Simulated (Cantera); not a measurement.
Feed: 1 mol Ta₂O₅, 3.4 mol H₂, at 1700 K and 13.5 Torr.

These are equilibrium values from Cantera (NASA tables, ideal gas, pure condensed phases), not measurements of a reactor. Candidate condensed phases: H₂O, Ta, Ta₂O₅; 12 gas species. Mutual solubility and eutectic melting of coexisting phases are not modelled. Condensed phases not in the tables: N, O or C dissolved in the metal. Rates play no part.

Base state: H₂ 0.999, H 0.00110, H₂O 0.000385 (mole fractions); condensed: Ta(s) + Ta₂O₅(s).

What changes in the equilibrium state with this change: temperature from 1700 K to 1625 K?


```
species          before     after
-------------  --------  --------
H₂                0.999     0.999
H               0.00110  0.000526
H₂O            0.000385  0.000237
Ta(s), mol     0.000523  0.000322
Ta₂O₅(s), mol     1.000     1.000
```

What changes in the equilibrium state with this change: Ta₂O₅ replaced by SiO₂?


| species | before | after |
|---|---|---|
| H₂ | 0.999 | 0.991 |
| SiO | 0 | 0.00390 |
| H₂O | 0.000385 | 0.00390 |
| H | 0.00110 | 0.00109 |
| Ta(s), mol | 0.000523 | 0 |
| Ta₂O₅(s), mol | 1.000 | 0 |
| SiO₂(condensed), mol | 0 | 0.987 |
The tables hold silica as quartz up to 1696 K and as liquid above; real silica turns to tridymite and cristobalite and melts near 1996 K. Further candidate phases: Si, SiO₂.
